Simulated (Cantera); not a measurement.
## Thermodynamics of thermal oxidation and active oxidation of silicon, feed Si + N₂O + N₂ + CH₄

Feed: 1 mol Si, 0.016 mol N₂O, 3.6 mol N₂, 0.77 mol CH₄, held at 1.80 Torr.

Method: chemical equilibrium by Gibbs-energy minimisation in Cantera with the NASA 1993 tables (ideal gas, pure condensed phases). Candidate condensed phases: C, C₆H₆, C₇H₈, C₈H₁₈, H₂O, Si, SiC, SiO₂, Si₂N₂O, Si₃N₄; 151 gas species. Mutual solubility and eutectic melting of coexisting phases are not modelled. The tables' values for SiN are old estimates; treat these amounts as uncertain. Gases not in the tables: Si₂H₆ and higher silanes. The numbers say what is thermodynamically allowed, not how fast it happens.

| T (K) | log p N₂ | log p H₂ | log p Si | log p H | log p SiO | log p CO | n SiC(s) | n Si₃N₄(s) | n Si(l) |
|---|---|---|---|---|---|---|---|---|---|
| 1673 | -2.78 | -3.13 | -6.53 | -5.51 | -5.16 | -6.18 | 0.768 | 0.0721 | 0 |
| 1723 | -2.78 | -3.15 | -6.01 | -5.31 | -5.16 | -6.36 | 0.769 | 0 | 0.214 |
| 1773 | -2.78 | -3.15 | -5.67 | -5.12 | -5.17 | -6.22 | 0.768 | 0 | 0.212 |
| 1823 | -2.78 | -3.15 | -5.35 | -4.94 | -5.18 | -6.10 | 0.768 | 0 | 0.207 |
| 1873 | -2.78 | -3.15 | -5.05 | -4.77 | -5.20 | -5.99 | 0.767 | 0 | 0.198 |
| 1923 | -2.78 | -3.16 | -4.77 | -4.61 | -5.22 | -5.89 | 0.765 | 0 | 0.179 |
| 1973 | -2.78 | -3.17 | -4.50 | -4.45 | -5.25 | -5.80 | 0.763 | 0 | 0.145 |
| 2023 | -2.79 | -3.18 | -4.24 | -4.31 | -5.28 | -5.72 | 0.759 | 0 | 0.0835 |
| 2073 | -2.80 | -3.19 | -4.04 | -4.18 | -5.35 | -5.60 | 0.753 | 0 | 0 |
| 2123 | -2.80 | -3.21 | -4.01 | -4.05 | -5.60 | -5.35 | 0.741 | 0 | 0 |
log p: log10 of the partial pressure in bar; n: condensed amount in mol.

At 1673 K the condensed part is SiC(s) + Si₃N₄(s). From 1723 K to 2023 K the condensed part is Si(l) + SiC(s). From 2073 K to 2123 K the condensed part is SiC(s). The main Si-bearing gas is SiO at 1673 K and Si at 2123 K. The share of Si in condensed phases is highest at 1673 K (98.5 %) and lowest at 2123 K (74.1 %).
